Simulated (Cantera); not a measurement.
Thermodynamics of fluorocarbon and chlorocarbon gases, feed CHF3 + CH4 + H2

Input: 1 mol CHF3, 0.013 mol CH4, a varied amount of H2, at 2527 °C and 2.40 mbar.

These are equilibrium values from Cantera (NASA tables, ideal gas, pure condensed phases), not measurements of a reactor. Candidate condensed phases: C, C6H6, C7H8, C8H18; 95 gas species. Equilibrium is a limit: real reactors are often held back by kinetics, nucleation or transport.

```
n(H2) (mol)    x H   x HF    x H2      x F    x C3  x C2H2 (acetylene)  n C(graphite)
-----------  -----  -----  ------  -------  ------  ------------------  -------------
2            0.341  0.575  0.0418   0.0197  0.0132             0.00139          0.748
3.1          0.465  0.424  0.0777   0.0107  0.0132             0.00259          0.630
4.3          0.537  0.329   0.103  0.00716  0.0132             0.00345          0.498
5.4          0.578  0.273   0.120  0.00553  0.0132             0.00399          0.377
6.5          0.606  0.233   0.132  0.00450  0.0132             0.00439          0.256
7.6          0.627  0.203   0.141  0.00380  0.0132             0.00470          0.134
8.7          0.643  0.181   0.148  0.00329  0.0132             0.00494         0.0125
9.8          0.657  0.163   0.155  0.00290  0.0117             0.00477              0
```
x: gas mole fraction; n: condensed amount in mol.

From 2 mol H2 to 8.7 mol H2 the condensed part is C(graphite). At 9.8 mol H2 nothing is condensed. The main C-bearing gas is C3 throughout. The share of C in condensed phases is highest at 2 mol H2 (73.8 %) and lowest at 9.8 mol H2 (0.0 %).
